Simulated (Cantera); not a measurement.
# Gas-phase reforming

An isothermal, constant-pressure homogeneous reactor starts with CH₄ : H₂O = 1 : 2 (molar parts), at 1548 K and 750 Torr.

Detailed kinetics in Cantera: GRI-Mech 3.0 (53 species, 325 reactions).

```json
[
 {"t (s)": "0.000200", "x CH₄": "0.333", "x H₂O": "0.667", "x HCO": "7.76e-12", "x H": "1.41e-7", "x O₂": "<1e-12", "x C₂H₂": "6.81e-8"},
 {"t (s)": "0.000406", "x CH₄": "0.332", "x H₂O": "0.667", "x HCO": "3.24e-11", "x H": "1.70e-7", "x O₂": "<1e-12", "x C₂H₂": "6.79e-7"},
 {"t (s)": "0.000823", "x CH₄": "0.332", "x H₂O": "0.666", "x HCO": "1.19e-10", "x H": "2.36e-7", "x O₂": "1.20e-12", "x C₂H₂": "5.88e-6"},
 {"t (s)": "0.00167", "x CH₄": "0.329", "x H₂O": "0.666", "x HCO": "3.92e-10", "x H": "4.02e-7", "x O₂": "4.66e-12", "x C₂H₂": "5.09e-5"},
 {"t (s)": "0.00339", "x CH₄": "0.324", "x H₂O": "0.664", "x HCO": "9.47e-10", "x H": "8.00e-7", "x O₂": "1.65e-11", "x C₂H₂": "0.000411"},
 {"t (s)": "0.00687", "x CH₄": "0.312", "x H₂O": "0.660", "x HCO": "1.29e-9", "x H": "1.60e-6", "x O₂": "4.33e-11", "x C₂H₂": "0.00248"},
 {"t (s)": "0.0139", "x CH₄": "0.291", "x H₂O": "0.649", "x HCO": "1.11e-9", "x H": "2.93e-6", "x O₂": "7.30e-11", "x C₂H₂": "0.00947"},
 {"t (s)": "0.0283", "x CH₄": "0.257", "x H₂O": "0.630", "x HCO": "8.71e-10", "x H": "4.84e-6", "x O₂": "7.48e-11", "x C₂H₂": "0.0230"},
 {"t (s)": "0.0574", "x CH₄": "0.212", "x H₂O": "0.605", "x HCO": "6.78e-10", "x H": "7.27e-6", "x O₂": "4.23e-11", "x C₂H₂": "0.0405"},
 {"t (s)": "0.116", "x CH₄": "0.160", "x H₂O": "0.574", "x HCO": "5.47e-10", "x H": "1.01e-5", "x O₂": "1.88e-11", "x C₂H₂": "0.0585"},
 {"t (s)": "0.236", "x CH₄": "0.110", "x H₂O": "0.537", "x HCO": "5.17e-10", "x H": "1.34e-5", "x O₂": "1.09e-11", "x C₂H₂": "0.0729"},
 {"t (s)": "0.479", "x CH₄": "0.0724", "x H₂O": "0.495", "x HCO": "6.61e-10", "x H": "1.66e-5", "x O₂": "7.63e-12", "x C₂H₂": "0.0779"},
 {"t (s)": "0.972", "x CH₄": "0.0538", "x H₂O": "0.443", "x HCO": "1.08e-9", "x H": "1.90e-5", "x O₂": "5.72e-12", "x C₂H₂": "0.0701"},
 {"t (s)": "1.97", "x CH₄": "0.0468", "x H₂O": "0.385", "x HCO": "1.81e-9", "x H": "2.04e-5", "x O₂": "4.20e-12", "x C₂H₂": "0.0531"},
 {"t (s)": "4.00", "x CH₄": "0.0407", "x H₂O": "0.324", "x HCO": "2.78e-9", "x H": "2.15e-5", "x O₂": "3.06e-12", "x C₂H₂": "0.0341"}
]
```
x: mole fraction; the columns are a selection and need not sum to one.

Equilibrium at this temperature and pressure: CH₄ 5.84e-7, H₂O 0.181, HCO 5.91e-9, H 2.44e-5, O₂ 1.08e-12, C₂H₂ 5.47e-12 (gas phase only).
